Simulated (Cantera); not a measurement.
**Thermodynamics of silicon carbide growth, feed CH₃SiCl₃ + C₃H₈ + H₂**

Feed: 1 mol CH₃SiCl₃, 0.69 mol C₃H₈, 8.6 mol H₂, held at 1.00 Torr.

Equilibrium computed with Cantera from the NASA thermochemical tables; the gas is ideal and each condensed phase is pure. Candidate condensed phases: C, C₆H₆, C₇H₈, C₈H₁₈, Si, SiC; 109 gas species. The feed counts by its element totals alone. The tables' values for SiCl, SiCl₃ are old estimates; treat these amounts as uncertain. Gases not in the tables: Si₂H₆ and higher silanes. Equilibrium is a limit: real reactors are often held back by kinetics, nucleation or transport.

```csv
T (°C),x H₂,x H,x HCl,x Si,x Cl,n C(graphite),n SiC(s)
1077,0.792,5.81e-5,0.208,5.69e-10,1.27e-5,2.08,0.991
1152,0.792,0.000166,0.207,6.47e-9,3.56e-5,2.08,0.987
1227,0.792,0.000429,0.206,5.75e-8,9.00e-5,2.09,0.982
1302,0.792,0.00101,0.205,4.15e-7,0.000208,2.09,0.975
1377,0.791,0.00221,0.204,2.49e-6,0.000446,2.10,0.966
1452,0.790,0.00452,0.201,1.28e-5,0.000893,2.11,0.956
1527,0.787,0.00870,0.199,5.74e-5,0.00168,2.12,0.944
1602,0.781,0.0159,0.195,0.000227,0.00299,2.13,0.929
1677,0.771,0.0276,0.189,0.000810,0.00507,2.15,0.905
1752,0.754,0.0458,0.182,0.00262,0.00819,2.19,0.858
1827,0.726,0.0727,0.171,0.00780,0.0126,2.27,0.744
1902,0.680,0.110,0.156,0.0215,0.0184,2.50,0.446
1977,0.616,0.160,0.139,0.0417,0.0261,2.80,0
2052,0.554,0.224,0.127,0.0430,0.0369,2.72,0
```
x: gas mole fraction; n: condensed amount in mol.

From 1077 °C to 1902 °C the condensed part is C(graphite) + SiC(s). From 1977 °C to 2052 °C the condensed part is C(graphite). The main Si-bearing gas is SiCl₂ at 1077 °C and Si at 2052 °C.
